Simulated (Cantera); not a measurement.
A closed system holds: 1 mol AlCl3, 1.6 mol O2, 2.9 mol N2, at 110 Pa.

Method: chemical equilibrium by Gibbs-energy minimisation in Cantera with the NASA 1993 tables (ideal gas, pure condensed phases). Candidate condensed phases: Al, AlCl3, AlN, Al2O3; 24 gas species. Rates play no part.

Over these rows the condensed part is Al2O3(s). Partial pressures as log10 of bar:

```tsv
T (K)	1000/T (1/K)	log p AlCl3	log p N2	log p Cl2	log p O2	log p Cl
1125	0.8889	-8.72	-3.22	-3.53	-3.76	-4.46
1175	0.8511	?	-3.23	-3.56	-3.76	-4.22
1225	0.8163	-7.87	-3.24	-3.60	-3.77	-4.01
1275	0.7843	-7.54	-3.25	-3.66	-3.78	-3.83
1325	0.7547	-7.28	-3.26	-3.74	-3.79	-3.68
1375	0.7273	-7.09	-3.27	-3.86	-3.81	-3.56
```

Question: Fit log p(AlCl3) = a + b·(1000/T) to the five rows, give the apparent enthalpy, and predict the row at 1175 K.

Answer: Means: 1000/T = 0.7943, log p = -7.700. Sxy = -0.159334, Sxx = 0.0155903, so b = -10.22 and a = -7.700 − (-10.22)×0.7943 = 0.42.
Apparent enthalpy: −19.145 × (-10.22) = 196 kJ/mol. With the condensed phases at unit activity, 1/2 Al2O3(s) + 3/2 Cl2(g) = AlCl3(g) + 3/4 O2(g) links this pressure to the main gases: over the six rows their terms move log p by -0.46 in all, so the slope isn't that reaction's ΔH° alone. The five rows lie within 0.08 of the line.
Prediction at 1175 K: 0.42 + (-10.22)×0.8511 = -8.28. The computed value is -8.26, 0.02 from the line.
